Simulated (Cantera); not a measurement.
A perfectly stirred reactor is fed with H2 : O2 : N2 = 0.71 : 1 : 0.95 (molar parts), equivalence ratio 0.35, at 1.00 bar; it is held at 1025 K, and followed from long to short residence time.

Computed with Cantera and the H2/O2 subset of GRI-Mech 3.0, which has no nitrogen chemistry. The temperature is held fixed by assumption; the heat of reaction is taken as removed at once.

x: mole fraction; the columns are a selection and need not sum to one.

| τ (s) | x H2 | x O2 | x O | x OH | x H | x HO2 |
|---|---|---|---|---|---|---|
| 6.8 | 0.00310 | 0.281 | 2.92e-7 | 8.42e-7 | 4.43e-8 | 2.83e-5 |
| 3.1 | 0.00524 | 0.282 | 4.76e-7 | 1.07e-6 | 9.54e-8 | 4.16e-5 |
| 1.4 | 0.00908 | 0.283 | 7.30e-7 | 1.33e-6 | 2.06e-7 | 6.10e-5 |
| 0.65 | 0.0157 | 0.285 | 1.03e-6 | 1.60e-6 | 4.25e-7 | 8.68e-5 |
| 0.30 | 0.0278 | 0.290 | 1.38e-6 | 1.86e-6 | 8.62e-7 | 0.000121 |
| 0.14 | 0.0485 | 0.297 | 1.76e-6 | 2.08e-6 | 1.67e-6 | 0.000161 |
| 0.063 | 0.0807 | 0.308 | 2.29e-6 | 2.36e-6 | 3.18e-6 | 0.000204 |
| 0.029 | (withheld) | 0.320 | (withheld) | (withheld) | (withheld) | (withheld) |
| 0.013 | 0.141 | 0.330 | (withheld) | (withheld) | (withheld) | (withheld) |
| 0.0061 | 0.152 | 0.334 | 9.47e-6 | 7.98e-6 | 2.09e-5 | 0.000322 |
| 0.0028 | 0.155 | 0.335 | 1.96e-5 | 1.69e-5 | 4.37e-5 | 0.000363 |

**Question.** Complete the blanks.

**Answer.** 
- 0.029, x H2: 0.115
- 0.029, x O: 3.20e-6
- 0.029, x OH: 2.94e-6
- 0.029, x H: 5.76e-6
- 0.029, x HO2: 0.000242
- 0.013, x O: 5.21e-6
- 0.013, x OH: 4.44e-6
- 0.013, x H: 1.08e-5
- 0.013, x HO2: 0.000282
